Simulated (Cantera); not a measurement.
An adiabatic, constant-volume homogeneous reactor starts with CH4 : O2 : N2 = 1 : 5.56 : 20.9 (molar parts), at 1050 K and 4.93 atm. Integrator tolerance rtol = 1e-08.

Detailed kinetics in Cantera: GRI-Mech 3.0 (53 species, 325 reactions).

### Question
What does this change do: initial temperature 1050 to 1473 K?

### Answer
```json
[
 {"quantity": "time of steepest temperature rise", "before": "53.5 ms", "after": "0.290 ms"},
 {"quantity": "temperature at 1.00 s", "before": "2046 K", "after": "2379 K"},
 {"quantity": "equilibrium temperature", "before": "2045 K", "after": "2379 K"},
 {"quantity": "x(CH4) at 1.00 s", "before": "<1e-12 (gas-phase equilibrium <1e-12)", "after": "<1e-12 (gas-phase equilibrium <1e-12)"},
 {"quantity": "x(O2) at 1.00 s", "before": "0.126 (gas-phase equilibrium 0.126)", "after": "0.121 (gas-phase equilibrium 0.121)"},
 {"quantity": "x(CO) at 1.00 s", "before": "6.36e-5 (gas-phase equilibrium 6.28e-5)", "after": "0.000680 (gas-phase equilibrium 0.000680)"},
 {"quantity": "x(CH2O) at 1.00 s", "before": "<1e-12 (gas-phase equilibrium <1e-12)", "after": "<1e-12 (gas-phase equilibrium <1e-12)"},
 {"quantity": "x(CO2) at 1.00 s", "before": "0.0363 (gas-phase equilibrium 0.0363)", "after": "0.0357 (gas-phase equilibrium 0.0357)"},
 {"quantity": "x(N2O) at 1.00 s", "before": "1.13e-6 (gas-phase equilibrium 1.13e-6)", "after": "2.12e-6 (gas-phase equilibrium 2.12e-6)"}
]
```

### Question
What does this change do: N2 20.9 to 14 parts?

### Answer
| quantity | before | after |
|---|---|---|
| time of steepest temperature rise | 53.5 ms | 39.4 ms |
| temperature at 1.00 s | 2046 K | 2298 K |
| equilibrium temperature | 2045 K | 2298 K |
| x(CH4) at 1.00 s | <1e-12 (gas-phase equilibrium <1e-12) | <1e-12 (gas-phase equilibrium <1e-12) |
| x(O2) at 1.00 s | 0.126 (gas-phase equilibrium 0.126) | 0.165 (gas-phase equilibrium 0.165) |
| x(CO) at 1.00 s | 6.36e-5 (gas-phase equilibrium 6.28e-5) | 0.000413 (gas-phase equilibrium 0.000413) |
| x(CH2O) at 1.00 s | <1e-12 (gas-phase equilibrium <1e-12) | <1e-12 (gas-phase equilibrium <1e-12) |
| x(CO2) at 1.00 s | 0.0363 (gas-phase equilibrium 0.0363) | 0.0482 (gas-phase equilibrium 0.0482) |
| x(N2O) at 1.00 s | 1.13e-6 (gas-phase equilibrium 1.13e-6) | 2.19e-6 (gas-phase equilibrium 2.19e-6) |
